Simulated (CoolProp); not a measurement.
Vapour-liquid equilibrium of R1234ze(E) (1) + n-pentane (2) at 238 K; x and y are mole fractions of (1).

Values from CoolProp's multi-fluid Helmholtz-energy mixture model, Thol 2016 and Thol 2019; pair parameters Bell 2016.

Q: Give the bubble pressure and the first vapour's composition at x = 0.05, 0.275, 0.725. Is there an azeotrope?

A: x = 0.05: 0.1165 bar, y = 0.694; x = 0.275: 0.3305 bar, y = 0.909; x = 0.725: 0.4224 bar, y = 0.943. No azeotrope shows between x = 0.05 and 0.95.

The pair parameters rest on a limited set of measurements; away from them the model extrapolates. With so large a gap from Raoult's law the liquid may split in two, which this calculation doesn't test in full.
